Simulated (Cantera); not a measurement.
Input: 1 mol PbO, 1.6 mol H2, 4.4 mol N2, held at 1175 °C and 6.50 mbar.

Cantera equilibrium calculation (NASA polynomials, part measured and part estimated; ideal gas, pure solids and liquids). Candidate condensed phases: H2O, Pb, PbO, PbO2, Pb3O4; 27 gas species. Kinetics and transport are ignored.

Base state: N2 0.629, H2O 0.143, Pb 0.143, H2 0.0858, PbO 6.37e-5, H 3.35e-5 (mole fractions); condensed: gas only.

Task: What changes in the equilibrium state with this change: temperature from 1175 °C to 402 °C?

Result: 
```tsv
species	before	after
N2	0.629	0.733
H2O	0.143	0.167
H2	0.0858	0.1000
Pb	0.143	5.20e-8
PbO	6.37e-5	<1e-9
H	3.35e-5	<1e-9
Pb(l), mol	0	1.00
```
